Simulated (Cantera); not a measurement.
Input: 1 mol MgCO3, 4.2 mol H2S, 0.94 mol H2O, at 0.133 bar.

These are equilibrium values from Cantera (NASA tables, ideal gas, pure condensed phases), not measurements of a reactor. Candidate condensed phases: C, C6H6, C7H8, C8H18, H2O, H2SO4, Mg, MgCO3, MgO, Mg(OH)2, MgS, MgSO4, S; 130 gas species. Gases not in the tables: S3 to S7. Rates play no part. All values below are at 525 °C.

Base state: H2S 0.661, H2O 0.159, CO2 0.154, H2 0.0108, S2 0.00659, COS 0.00492, CO 0.00244, CS2 3.75e-5 (mole fractions); condensed: MgO(s).

Question: What changes in the equilibrium state with this change: 0.73 mol CO2 added?

Answer: 
```json
[
 {"species": "H2S", "before": "0.661", "after": "0.587"},
 {"species": "CO2", "before": "0.154", "after": "0.239"},
 {"species": "H2O", "before": "0.159", "after": "0.147"},
 {"species": "H2", "before": "0.0108", "after": "0.00956"},
 {"species": "CO", "before": "0.00244", "after": "0.00364"},
 {"species": "COS", "before": "0.00492", "after": "0.00733"},
 {"species": "CS2", "before": "3.75e-5", "after": "5.38e-5"},
 {"species": "S2", "before": "0.00659", "after": "0.00658"},
 {"species": "MgO(s), mol", "before": "1.00", "after": "1.00"}
]
```
